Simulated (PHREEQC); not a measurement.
**Acid mine or pickling water**

Synthetic water in mg/kgw, 25 °C, pH 3.94, pe 12.6:

```tsv
constituent	mg/kgw
Na	153
K	69.7
Ca	721
Mg	23
Cl	277
S(6) as SO4	1880
Zn	61.2
Br	2.82
Cd	2.38
O(0) (dissolved oxygen)	8.26
```

Cl is adjusted to close the charge balance.
Valence states are taken as typed.

Equilibrium calculation in PHREEQC: ion-association model, wateq4f.dat.

Each row changes one thing in this solution. Precipitation was switched off in this run.

```
case                                               ionic strength (mol/kgw)  SO4-2 (mol/kgw)  Ca+2 (mol/kgw)  CaSO4 (mol/kgw)  K+ (mol/kgw)  Mg+2 (mol/kgw)  SI of Gypsum (CaSO4:2H2O)  SI of Halite (NaCl)
-------------------------------------------------  ------------------------  ---------------  --------------  ---------------  ------------  --------------  -------------------------  -------------------
as made                                                              0.0608           0.0126          0.0121          0.00588       0.00172        0.000596                      +0.06                -5.99
all concentrations times 2 at the same typed pH                       0.113           0.0230          0.0224           0.0135       0.00337         0.00109                      +0.42                  [?]
temperature from 25 to 15 °C at the same typed pH                    0.0620           0.0129          0.0123          0.00565       0.00173        0.000645                      +0.08                -5.97
Zn from 61.2 to 122 mg/kgw                                           0.0628           0.0124          0.0123              [?]       0.00172        0.000604                      +0.04                -5.91
```

Complete the blanks.


- all concentrations times 2 at the same typed pH, SI of Halite (NaCl): -5.45
- Zn from 61.2 to 122 mg/kgw, CaSO4 (mol/kgw): 0.00573

Some of these states are supersaturated (in Gypsum, for instance).
